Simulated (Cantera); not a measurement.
An isothermal, constant-pressure homogeneous reactor starts with C2H6 : H2 = 1 : 91 (molar parts), at 1350 K and 13300 Pa. Integrator tolerance rtol = 1e-08.

Detailed kinetics in Cantera: GRI-Mech 3.0 (53 species, 325 reactions). GRI-Mech 3.0 stops at C3 and has no aromatics, soot or wall deposition, so with more carbon than oxygen in the feed, carbon stays in small species such as C2H2 where larger ones or solid carbon would form.

Question: What does this change do: pressure from 13300 Pa to 10.0 Pa?

Answer: 
```csv
quantity,before,after
x(C2H6) at 100 s,1.31e-6 (gas-phase equilibrium 6.89e-7),7.29e-8 (gas-phase equilibrium 4.78e-12)
x(H2) at 100 s,0.981 (gas-phase equilibrium 0.979),0.983 (gas-phase equilibrium 0.989)
x(C2H4) at 100 s,0.000412 (gas-phase equilibrium 0.000171),1.17e-5 (gas-phase equilibrium 1.57e-6)
x(H) at 100 s,7.44e-6 (gas-phase equilibrium 6.50e-6),0.000182 (gas-phase equilibrium 0.000239)
x(CH4) at 100 s,0.0165 (gas-phase equilibrium 0.0196),0.0114 (gas-phase equilibrium 5.19e-5)
x(C2H) at 100 s,1.09e-11 (gas-phase equilibrium 3.90e-12),6.23e-10 (gas-phase equilibrium 1.71e-9)
```
Radical loss at walls, strong at low pressure, is not modelled.
